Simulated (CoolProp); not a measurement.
Vapour-liquid equilibrium of propane (1) + isobutane (2) at 14.8 bar; x and y are mole fractions of (1).

Model: multi-fluid Helmholtz-energy mixture model, Lemmon 2009 and Bücker 2006; pair parameters Kunz 2012, in CoolProp.

Q: Give the bubble temperature and the first vapour's composition at x = 0.05, 0.125, 0.425. Is there an azeotrope?

A: x = 0.05: 355.3 K, y = 0.083; x = 0.125: 351.5 K, y = 0.199; x = 0.425: 337.9 K, y = 0.573. No azeotrope shows between x = 0.05 and 0.95.

The pair parameters rest on a limited set of measurements; away from them the model extrapolates.
